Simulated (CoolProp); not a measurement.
n-perfluoropentane along the isotherm 454.7 K: fugacity coefficient from the reference equation and from simpler models built on Tc = 421.0 K, pc = 2.063 MPa, ω = 0.436; each cubic takes its own stable root.

The numbers come from the reference Helmholtz-energy equation of state, Gao 2022 in CoolProp.

| p (MPa) | phase | reference | van der Waals | Redlich-Kwong | Soave-Redlich-Kwong | Peng-Robinson |
|---|---|---|---|---|---|---|
| 1.25 | gas | 0.8488 | 0.8526 | 0.8406 | 0.8515 | 0.8342 |
| 2.5 | supercritical | 0.7048 | 0.7014 | 0.6886 | 0.7125 | 0.6858 |
| 3.75 | supercritical | 0.5727 | 0.5582 | 0.5507 | 0.5882 | 0.5591 |
| 5 | supercritical | 0.4815 | 0.4786 | ___ | 0.5040 | 0.4742 |
| 6.25 | supercritical | 0.4251 | ___ | 0.4137 | ___ | 0.4205 |
| 7.5 | supercritical | 0.3884 | 0.4051 | 0.3800 | ___ | 0.3846 |
| 8.75 | supercritical | ___ | 0.3883 | 0.3572 | 0.3930 | 0.3597 |
| 10 | supercritical | 0.3463 | ___ | 0.3414 | ___ | 0.3420 |

Fill in the missing entries.


- 5, Redlich-Kwong: 0.4656
- 6.25, van der Waals: 0.4328
- 6.25, Soave-Redlich-Kwong: 0.4511
- 7.5, Soave-Redlich-Kwong: 0.4165
- 8.75, reference: 0.3635
- 10, van der Waals: 0.3786
- 10, Soave-Redlich-Kwong: 0.3768
